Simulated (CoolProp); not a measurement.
Vapour-liquid equilibrium of R22 (1) + R142b (2) at 0.206 MPa; x and y are mole fractions of (1).

Values from CoolProp's multi-fluid Helmholtz-energy mixture model, Kamei 1995 and Lemmon 2006; pair parameters Bell 2016.

```tsv
x	bubble temperature (K)	y at the bubble point	dew temperature at overall composition x (K)	liquid density (mol/L)
0.05	280.1	0.136	281.9	11.63
0.125	276.2	0.300	280.3	11.92
0.2	272.8	0.431	278.6	12.21
0.275	269.7	?	276.8	12.51
0.35	?	0.626	274.9	12.81
0.425	264.3	0.701	272.9	13.12
0.5	261.8	0.764	270.8	13.43
0.575	259.5	0.819	268.5	?
0.65	257.3	0.865	266.1	14.09
0.725	255.2	0.904	263.3	14.42
0.8	253.3	0.937	260.3	14.77
0.875	251.5	0.965	?	15.13
0.95	249.8	0.987	252.5	15.49
```

**Question.** Some entries are withheld; supply them.

**Answer.** 
- 0.275, y at the bubble point: 0.537
- 0.35, bubble temperature (K): 266.9
- 0.575, liquid density (mol/L): 13.76
- 0.875, dew temperature at overall composition x (K): 256.8

No azeotrope shows between x = 0.05 and 0.95.

The pair parameters rest on a limited set of measurements; away from them the model extrapolates.
